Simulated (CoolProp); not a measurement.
Properties of R134a along the isobar 7280 kPa.

The numbers come from the reference Helmholtz-energy equation of state, Tillner-Roth 1994 in CoolProp.

```json
[
 {"T (°C)": "53.25", "phase": "liquid", "density (kg/m³)": "1141", "cv (kJ/(kg K))": "0.9457", "viscosity (µPa s)": "158", "conductivity (mW/(m K))": "75.0", "fugacity coefficient": "0.1906"},
 {"T (°C)": "59.05", "phase": "liquid", "density (kg/m³)": "1118", "cv (kJ/(kg K))": "0.9538", "viscosity (µPa s)": "148", "conductivity (mW/(m K))": "72.8", "fugacity coefficient": "0.2136"},
 {"T (°C)": "64.95", "phase": "liquid", "density (kg/m³)": "1093", "cv (kJ/(kg K))": "0.9623", "viscosity (µPa s)": "138", "conductivity (mW/(m K))": "___", "fugacity coefficient": "0.2384"},
 {"T (°C)": "70.75", "phase": "liquid", "density (kg/m³)": "1068", "cv (kJ/(kg K))": "0.9709", "viscosity (µPa s)": "128", "conductivity (mW/(m K))": "68.3", "fugacity coefficient": "0.2641"},
 {"T (°C)": "76.55", "phase": "liquid", "density (kg/m³)": "___", "cv (kJ/(kg K))": "0.9798", "viscosity (µPa s)": "119", "conductivity (mW/(m K))": "66.1", "fugacity coefficient": "0.2908"},
 {"T (°C)": "82.35", "phase": "liquid", "density (kg/m³)": "1012", "cv (kJ/(kg K))": "0.9890", "viscosity (µPa s)": "111", "conductivity (mW/(m K))": "63.9", "fugacity coefficient": "0.3186"},
 {"T (°C)": "88.15", "phase": "liquid", "density (kg/m³)": "981.1", "cv (kJ/(kg K))": "0.9987", "viscosity (µPa s)": "102", "conductivity (mW/(m K))": "61.6", "fugacity coefficient": "0.3472"},
 {"T (°C)": "94.05", "phase": "liquid", "density (kg/m³)": "946.8", "cv (kJ/(kg K))": "1.009", "viscosity (µPa s)": "94.1", "conductivity (mW/(m K))": "59.2", "fugacity coefficient": "0.3770"},
 {"T (°C)": "99.85", "phase": "liquid", "density (kg/m³)": "909.7", "cv (kJ/(kg K))": "1.020", "viscosity (µPa s)": "86.0", "conductivity (mW/(m K))": "56.9", "fugacity coefficient": "0.4068"},
 {"T (°C)": "105.65", "phase": "supercritical", "density (kg/m³)": "868.3", "cv (kJ/(kg K))": "1.032", "viscosity (µPa s)": "78.0", "conductivity (mW/(m K))": "54.5", "fugacity coefficient": "0.4368"},
 {"T (°C)": "111.45", "phase": "supercritical", "density (kg/m³)": "821.2", "cv (kJ/(kg K))": "1.045", "viscosity (µPa s)": "70.1", "conductivity (mW/(m K))": "___", "fugacity coefficient": "0.4667"},
 {"T (°C)": "117.35", "phase": "supercritical", "density (kg/m³)": "765.8", "cv (kJ/(kg K))": "1.060", "viscosity (µPa s)": "61.9", "conductivity (mW/(m K))": "49.7", "fugacity coefficient": "0.4968"},
 {"T (°C)": "123.15", "phase": "supercritical", "density (kg/m³)": "702.2", "cv (kJ/(kg K))": "1.077", "viscosity (µPa s)": "53.9", "conductivity (mW/(m K))": "47.3", "fugacity coefficient": "0.5255"},
 {"T (°C)": "128.95", "phase": "supercritical", "density (kg/m³)": "___", "cv (kJ/(kg K))": "___", "viscosity (µPa s)": "46.3", "conductivity (mW/(m K))": "45.1", "fugacity coefficient": "0.5529"},
 {"T (°C)": "134.75", "phase": "supercritical", "density (kg/m³)": "556.2", "cv (kJ/(kg K))": "1.102", "viscosity (µPa s)": "39.7", "conductivity (mW/(m K))": "42.8", "fugacity coefficient": "0.5785"},
 {"T (°C)": "140.55", "phase": "supercritical", "density (kg/m³)": "490.6", "cv (kJ/(kg K))": "1.104", "viscosity (µPa s)": "34.8", "conductivity (mW/(m K))": "40.5", "fugacity coefficient": "0.6021"}
]
```

### Question
What belongs in the gaps?

### Answer

- 64.95, conductivity (mW/(m K)): 70.6
- 76.55, density (kg/m³): 1041
- 111.45, conductivity (mW/(m K)): 52.1
- 128.95, density (kg/m³): 630.2
- 128.95, cv (kJ/(kg K)): 1.092

Viscosity comes from a separate model (Huber 2003), an estimate that may be off by 10 % or more. Thermal conductivity comes from a separate model (McLinden 2000), an estimate that may be off by 10 % or more.
